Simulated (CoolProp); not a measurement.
R125 at 458.82 K and 0.341 MPa is throttled through a valve to 0.088 MPa with no heat exchange. Each further row changes one setting.

Model: reference Helmholtz-energy equation of state, Lemmon 2005, in CoolProp.

```json
[
 {"case": "as stated", "temperature change (K)": "-1.0", "final density (kg/m³)": "2.78"},
 {"case": "outlet pressure 0.0264 MPa", "temperature change (K)": "-1.2", "final density (kg/m³)": "0.834"},
 {"case": "outlet pressure 0.114 MPa", "temperature change (K)": "-0.9", "final density (kg/m³)": "3.61"}
]
```
